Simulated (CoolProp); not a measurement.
Properties of tetrahydrofuran along the isotherm 253.85 °C (Tc = 267.0 °C, pc = 5.304 MPa, ω = 0.234).

Model: reference Helmholtz-energy equation of state, Fiedler 2023, in CoolProp.

```json
[
 {"p (MPa)": "0.0252", "phase": "gas", "Z": "0.9983", "cv (kJ/(kg K))": "1.827", "speed of sound (m/s)": "253.8", "Joule-Thomson coefficient (K/MPa)": "7.027", "expansivity (1/kK)": "1.908", "fugacity coefficient": "0.9983"},
 {"p (MPa)": "0.0425", "phase": "gas", "Z": "0.9971", "cv (kJ/(kg K))": "1.827", "speed of sound (m/s)": "253.5", "Joule-Thomson coefficient (K/MPa)": "7.040", "expansivity (1/kK)": "1.916", "fugacity coefficient": "0.9971"},
 {"p (MPa)": "0.0717", "phase": "gas", "Z": "0.9950", "cv (kJ/(kg K))": "1.827", "speed of sound (m/s)": "253.1", "Joule-Thomson coefficient (K/MPa)": "7.061", "expansivity (1/kK)": "1.928", "fugacity coefficient": "0.9951"},
 {"p (MPa)": "0.121", "phase": "gas", "Z": "0.9916", "cv (kJ/(kg K))": "1.828", "speed of sound (m/s)": "252.3", "Joule-Thomson coefficient (K/MPa)": "7.098", "expansivity (1/kK)": "1.950", "fugacity coefficient": "0.9917"},
 {"p (MPa)": "0.204", "phase": "gas", "Z": "0.9857", "cv (kJ/(kg K))": "1.829", "speed of sound (m/s)": "251.0", "Joule-Thomson coefficient (K/MPa)": "7.162", "expansivity (1/kK)": "1.988", "fugacity coefficient": "0.9859"},
 {"p (MPa)": "0.344", "phase": "gas", "Z": "0.9758", "cv (kJ/(kg K))": "1.831", "speed of sound (m/s)": "248.8", "Joule-Thomson coefficient (K/MPa)": "7.272", "expansivity (1/kK)": "2.054", "fugacity coefficient": "0.9763"},
 {"p (MPa)": "0.581", "phase": "gas", "Z": "0.9584", "cv (kJ/(kg K))": "1.835", "speed of sound (m/s)": "244.9", "Joule-Thomson coefficient (K/MPa)": "7.471", "expansivity (1/kK)": "2.177", "fugacity coefficient": "0.9600"},
 {"p (MPa)": "0.981", "phase": "gas", "Z": "0.9279", "cv (kJ/(kg K))": "1.842", "speed of sound (m/s)": "237.9", "Joule-Thomson coefficient (K/MPa)": "7.844", "expansivity (1/kK)": "2.416", "fugacity coefficient": "0.9326"},
 {"p (MPa)": "1.66", "phase": "gas", "Z": "0.8718", "cv (kJ/(kg K))": "1.854", "speed of sound (m/s)": "224.8", "Joule-Thomson coefficient (K/MPa)": "8.615", "expansivity (1/kK)": "2.954", "fugacity coefficient": "0.8861"},
 {"p (MPa)": "2.79", "phase": "gas", "Z": "0.7611", "cv (kJ/(kg K))": "1.880", "speed of sound (m/s)": "198.1", "Joule-Thomson coefficient (K/MPa)": "10.55", "expansivity (1/kK)": "4.612", "fugacity coefficient": "0.8085"},
 {"p (MPa)": "4.71", "phase": "liquid", "Z": "0.1525", "cv (kJ/(kg K))": "2.004", "speed of sound (m/s)": "237.2", "Joule-Thomson coefficient (K/MPa)": "2.631", "expansivity (1/kK)": "12.69", "fugacity coefficient": "0.6544"},
 {"p (MPa)": "7.96", "phase": "liquid", "Z": "0.2304", "cv (kJ/(kg K))": "1.986", "speed of sound (m/s)": "368.8", "Joule-Thomson coefficient (K/MPa)": "0.8464", "expansivity (1/kK)": "4.644", "fugacity coefficient": "0.4272"}
]
```
